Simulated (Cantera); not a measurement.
# Silicon oxide and oxynitride deposition: HMDSO + O3

Charge: 1 mol HMDSO, 0.097 mol O3, held at 0.100 bar.

Equilibrium computed with Cantera from the NASA thermochemical tables; the gas is ideal and each condensed phase is pure. Candidate condensed phases: C, C6H6, C7H8, C8H18, H2O, Si, SiC, SiO2; 123 gas species. The feed counts by its element totals alone. Mutual solubility and eutectic melting of coexisting phases are not modelled. The tables hold silica as quartz up to 1696 K and as liquid above; real silica turns to tridymite and cristobalite and melts near 1996 K. The numbers say what is thermodynamically allowed, not how fast it happens.

| T (K) | x H2 | x CO | x CH4 | x H | n C(graphite) | n SiC(s) | n SiO2(β-quartz) |
|---|---|---|---|---|---|---|---|
| 850 | 0.944 | 1.93e-9 | 0.0555 | 6.30e-11 | 4.17 | 1.35 | 0.645 |
| 1000 | 0.991 | 1.25e-6 | 0.00937 | 7.14e-9 | 4.56 | 1.35 | 0.645 |
| 1150 | 0.998 | 0.000146 | 0.00233 | 2.36e-7 | 4.62 | 1.36 | 0.645 |
| 1300 | 0.994 | 0.00557 | 0.000776 | 3.49e-6 | 4.56 | 1.38 | 0.620 |
| 1450 | 0.901 | 0.0987 | 0.000268 | 2.84e-5 | 3.17 | 1.85 | 0.152 |
| 1600 | 0.874 | 0.125 | 0.000125 | 0.000161 | 2.71 | 2.00 | 0 |
| 1750 | 0.874 | 0.125 | 6.97e-5 | 0.000687 | 2.72 | 1.99 | 0 |
| 1900 | 0.872 | 0.124 | 4.27e-5 | 0.00234 | 2.72 | 1.99 | 0 |
| 2050 | 0.867 | 0.124 | 2.81e-5 | 0.00668 | 2.72 | 1.99 | 0 |
x: gas mole fraction; n: condensed amount in mol.

From 850 K to 1450 K the condensed part is C(graphite) + SiC(s) + SiO2(β-quartz). From 1600 K to 2050 K the condensed part is C(graphite) + SiC(s).
